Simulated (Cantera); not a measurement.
A closed system holds: 1 mol Hg, 0.12 mol O2, 69 mol H2, held at 650 °C and 1.50 mbar.

These are equilibrium values from Cantera (NASA tables, ideal gas, pure condensed phases), not measurements of a reactor. Candidate condensed phases: H2O, Hg, HgO; 10 gas species. The numbers say what is thermodynamically allowed, not how fast it happens.

Base state: H2 0.982, Hg 0.0143, H2O 0.00343 (mole fractions); condensed: gas only.

### Question
What changes in the equilibrium state with this change: Hg replaced by PbO?

### Answer
```tsv
species	before	after
H2	0.982	0.980
H2O	0.00343	0.0179
Pb	0	0.00169
Hg	0.0143	0
Pb(l), mol	0	0.883
```
Further candidate phases: Pb, PbO, PbO2, Pb3O4.
